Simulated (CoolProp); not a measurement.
Properties of water at several states.

Values from CoolProp's reference Helmholtz-energy equation of state, Wagner 2002.

```json
[
 {"T (°C)": "67.25", "p (MPa)": "0.0152", "phase": "gas", "expansivity (1/kK)": "2.996", "conductivity (mW/(m K))": "21.6"},
 {"T (°C)": "377.65", "p (MPa)": "94.9", "phase": "supercritical", "expansivity (1/kK)": "2.008", "conductivity (mW/(m K))": "568"},
 {"T (°C)": "326.55", "p (MPa)": "0.0312", "phase": "gas", "expansivity (1/kK)": "1.672", "conductivity (mW/(m K))": "46.3"},
 {"T (°C)": "156.75", "p (MPa)": "0.0178", "phase": "gas", "expansivity (1/kK)": "2.340", "conductivity (mW/(m K))": "29.2"}
]
```

Thermal conductivity comes from a separate model (Huber 2012).
